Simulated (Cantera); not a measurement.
**SiH4 + N2O (silicon oxide and oxynitride deposition)**

A closed system holds: 1 mol SiH4, 0.22 mol N2O, held at 0.0133 bar.

Equilibrium computed with Cantera from the NASA thermochemical tables; the gas is ideal and each condensed phase is pure. Candidate condensed phases: H2O, Si, SiO2, Si2N2O, Si3N4; 35 gas species. Mutual solubility and eutectic melting of coexisting phases are not modelled. The tables' values for SiN are old estimates; treat these amounts as uncertain. Gases not in the tables: Si2H6 and higher silanes. Equilibrium is a limit: real reactors are often held back by kinetics, nucleation or transport.

```json
[
 {"T (°C)": "277", "log p H2": "-1.88", "log p SiO": "<-13", "log p N2": "<-13", "log p H": "<-13", "log p Si": "<-13", "log p SiH": "<-13", "n Si(s)": "0.560", "n Si2N2O(s)": "0.220", "n Si(l)": "0"},
 {"T (°C)": "427", "log p H2": "-1.88", "log p SiO": "<-13", "log p N2": "<-13", "log p H": "<-13", "log p Si": "<-13", "log p SiH": "<-13", "n Si(s)": "0.560", "n Si2N2O(s)": "0.220", "n Si(l)": "0"},
 {"T (°C)": "577", "log p H2": "-1.88", "log p SiO": "<-13", "log p N2": "<-13", "log p H": "-11.63", "log p Si": "<-13", "log p SiH": "<-13", "n Si(s)": "0.560", "n Si2N2O(s)": "0.220", "n Si(l)": "0"},
 {"T (°C)": "727", "log p H2": "-1.88", "log p SiO": "-12.29", "log p N2": "-12.55", "log p H": "-9.58", "log p Si": "<-13", "log p SiH": "<-13", "n Si(s)": "0.560", "n Si2N2O(s)": "0.220", "n Si(l)": "0"},
 {"T (°C)": "877", "log p H2": "-1.88", "log p SiO": "-9.58", "log p N2": "-9.58", "log p H": "-8.06", "log p Si": "-12.70", "log p SiH": "-12.32", "n Si(s)": "0.560", "n Si2N2O(s)": "0.220", "n Si(l)": "0"},
 {"T (°C)": "1027", "log p H2": "-1.88", "log p SiO": "-7.41", "log p N2": "-7.41", "log p H": "-6.89", "log p Si": "-10.36", "log p SiH": "-10.38", "n Si(s)": "0.560", "n Si2N2O(s)": "0.220", "n Si(l)": "0"},
 {"T (°C)": "1177", "log p H2": "-1.88", "log p SiO": "-5.69", "log p N2": "-5.69", "log p H": "-5.96", "log p Si": "-8.51", "log p SiH": "-8.85", "n Si(s)": "0.560", "n Si2N2O(s)": "0.220", "n Si(l)": "0"},
 {"T (°C)": "1327", "log p H2": "-1.88", "log p SiO": "-4.30", "log p N2": "-4.30", "log p H": "-5.20", "log p Si": "-7.01", "log p SiH": "-7.61", "n Si(s)": "0.568", "n Si2N2O(s)": "0.212", "n Si(l)": "0"},
 {"T (°C)": "1477", "log p H2": "-1.93", "log p SiO": "-3.13", "log p N2": "-3.13", "log p H": "-4.60", "log p Si": "-5.82", "log p SiH": "-6.67", "n Si(s)": "0", "n Si2N2O(s)": "0.0942", "n Si(l)": "0.685"},
 {"T (°C)": "1627", "log p H2": "-1.96", "log p SiO": "-2.92", "log p N2": "-2.92", "log p H": "-4.08", "log p Si": "-4.90", "log p SiH": "-5.94", "n Si(s)": "0", "n Si2N2O(s)": "0", "n Si(l)": "0.777"}
]
```
log p: log10 of the partial pressure in bar; n: condensed amount in mol.

From 277 °C to 1327 °C the condensed part is Si(s) + Si2N2O(s). At 1477 °C the condensed part is Si(l) + Si2N2O(s). At 1627 °C the condensed part is Si(l).
